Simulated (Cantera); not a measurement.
A closed system holds: 1 mol Hg, 0.21 mol O₂, a varied amount of H₂, at 1575 K and 920 Pa.

Method: chemical equilibrium by Gibbs-energy minimisation in Cantera with the NASA 1993 tables (ideal gas, pure condensed phases). Candidate condensed phases: H₂O, Hg, HgO; 10 gas species. Kinetics and transport are ignored.

x: gas mole fraction; nothing condenses.

```
n(H₂) (mol)   x Hg     x H₂   x H₂O      x O₂      x OH
-----------  -----  -------  ------  --------  --------
0.1          0.794  1.14e-5  0.0792     0.127       ___
0.17         0.772  2.16e-5   0.131    0.0964  0.000443
0.28         0.741  4.67e-5   0.207    0.0517  0.000477
0.46         0.685   0.0274   0.288   2.90e-7       ___
0.75         0.571    0.188   0.240   4.27e-9       ___
1.2          0.454    0.354   0.191  7.63e-10       ___
2            0.333    0.526   0.140  1.86e-10       ___
3.3          0.233    0.669  0.0977  5.60e-11       ___
```

Task: What belongs in the gaps?

Result: 
- 0.1, x OH: 0.000369
- 0.46, x OH: 2.74e-5
- 0.75, x OH: 8.70e-6
- 1.2, x OH: 5.05e-6
- 2, x OH: 3.04e-6
- 3.3, x OH: 1.88e-6
